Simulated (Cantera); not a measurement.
Charge: 1 mol CH2F2, 1.3 mol HCl, 0.58 mol H2, held at 12.0 Torr.

Cantera equilibrium calculation (NASA polynomials, part measured and part estimated; ideal gas, pure solids and liquids). Candidate condensed phases: C, C6H6, C7H8, C8H18; 118 gas species. Equilibrium is a limit: real reactors are often held back by kinetics, nucleation or transport.

Q: What share of the C ends up in condensed phases as a function of T (K), at 1500, 1650, 1800, 1950, 2100, 2250, 2400, 2550, 2700, 2850, 3000, 3150, 3300, 3450?

A: 
| T (K) | C condensed (%) | as |
|---|---|---|
| 1500 | 100.0 | C(graphite) |
| 1650 | 100.0 | C(graphite) |
| 1800 | 100.0 | C(graphite) |
| 1950 | 99.9 | C(graphite) |
| 2100 | 99.8 | C(graphite) |
| 2250 | 99.6 | C(graphite) |
| 2400 | 99.1 | C(graphite) |
| 2550 | 98.2 | C(graphite) |
| 2700 | 96.1 | C(graphite) |
| 2850 | 88.9 | C(graphite) |
| 3000 | 55.5 | C(graphite) |
| 3150 | 0.0 | - |
| 3300 | 0.0 | - |
| 3450 | 0.0 | - |
